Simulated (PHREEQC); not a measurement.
Make-up at 40 °C: 0.0018 mol/kgw HF, 0.0027 mol/kgw NH4F, 2.8e-06 mol/kgw H4SiO4 and 0.12 mol/kgw H2SO4. Closed to the air; pH follows from the charge balance.

All values are PHREEQC results (ion-association model, phreeqc.dat), not measurements.

This is a speciation only: nothing precipitates in the calculation.

Q: What pH, ionic strength, density does the model give?

A: pH 0.97; ionic strength 0.153 mol/kgw; density 0.999 g/cm³.

Q: In which forms is Si present?

A: H4SiO4 98 %, SiF6-2 1.9 % of the Si.

Away from 25 °C the constants follow the database's enthalpies or fits; those with neither stay at their 25 °C values. SiF6-2 is the database's only silicon fluoride.
